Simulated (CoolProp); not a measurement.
The fluid at 298.15 K and 0.556 MPa (liquid) is heated at constant pressure to 494.8 K. The same conditions are run with several fluids, on thermodynamics alone (safety and materials aside).

The numbers come from the reference Helmholtz-energy equation of state of each fluid (isobutene: Lemmon 2005; R113: Marx 1992; decamethylcyclopentasiloxane (D5): Thol 2019) in CoolProp.

| fluid | heat (kJ/kg) | final phase | final density (kg/m³) |
|---|---|---|---|
| isobutene | 752 | gas | 7.80 |
| R113 | 293 | gas | 26.8 |
| decamethylcyclopentasiloxane (D5) | 364 | liquid | 732 |
